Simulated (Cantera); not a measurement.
Formation from one mole of Br2

Source: NASA polynomial tables (part measured, part estimated), evaluated in Cantera. Values are per mole of reaction as written; species without (g) are pure solids or liquids, kept so even where they would boil at 1 bar.

Ca + Br2(g) → CaBr2

```
T (K)  ΔH° (kJ)  ΔS° (J/K)  ΔG° (kJ)  log10 K
-----  --------  ---------  --------  -------
300      -714.1     -158.2    -666.7   116.08
448      -712.1     -152.7    -643.7    75.05
473      -711.7     -151.9    -639.9    70.66
498      -711.4     -151.2    -636.1    66.72
523      -711.1     -150.5    -632.3    63.15
548      -710.7     -149.9    -628.6    59.91
573      -710.4     -149.3    -624.8    56.96
598      -710.1     -148.8    -621.1    54.25
623      -709.8     -148.3    -617.4    51.76
648      -709.5     -147.8    -613.7    49.47
673      -709.2     -147.3    -610.0    47.34
```

0.6667 Al + Br2(g) → 0.6667 AlBr3(g)

```tsv
T (K)	ΔH° (kJ)	ΔS° (J/K)	ΔG° (kJ)	log10 K
300	-304.5	-31.4	-295.1	51.39
448	-304.8	-32.1	-290.4	33.86
473	-304.9	-32.2	-289.6	31.98
498	-304.9	-32.3	-288.8	30.29
523	-304.9	-32.4	-288.0	28.76
548	-305.0	-32.5	-287.2	27.38
573	-305.0	-32.5	-286.4	26.11
598	-305.1	-32.6	-285.6	24.94
623	-305.1	-32.7	-284.8	23.87
648	-305.2	-32.8	-283.9	22.89
673	-305.2	-32.9	-283.1	21.97
```

Ba + Br2(g) → BaBr2

```
T (K)  ΔH° (kJ)  ΔS° (J/K)  ΔG° (kJ)  log10 K
-----  --------  ---------  --------  -------
300      -788.6     -159.2    -740.9   128.99
448      -786.8     -154.1    -717.7    83.68
473      -786.4     -153.4    -713.9    78.83
498      -786.1     -152.8    -710.0    74.47
523      -785.8     -152.2    -706.2    70.53
548      -785.5     -151.6    -702.4    66.95
573      -785.2     -151.0    -698.6    63.69
598      -784.8     -150.4    -694.9    60.70
623      -784.5     -149.9    -691.1    57.94
648      -784.2     -149.4    -687.4    55.41
673      -783.8     -148.9    -683.6    53.06
```

H2(g) + Br2(g) → 2 HBr(g)

```tsv
T (K)	ΔH° (kJ)	ΔS° (J/K)	ΔG° (kJ)	log10 K
300	-103.8	21.2	-110.2	19.18
448	-104.9	18.3	-113.1	13.18
473	-105.1	17.8	-113.5	12.54
498	-105.3	17.5	-114.0	11.95
523	-105.5	17.1	-114.4	11.43
548	-105.7	16.8	-114.8	10.95
573	-105.8	16.4	-115.2	10.51
598	-106.0	16.1	-115.7	10.10
623	-106.2	15.9	-116.1	9.73
648	-106.3	15.6	-116.4	9.39
673	-106.5	15.4	-116.8	9.07
```
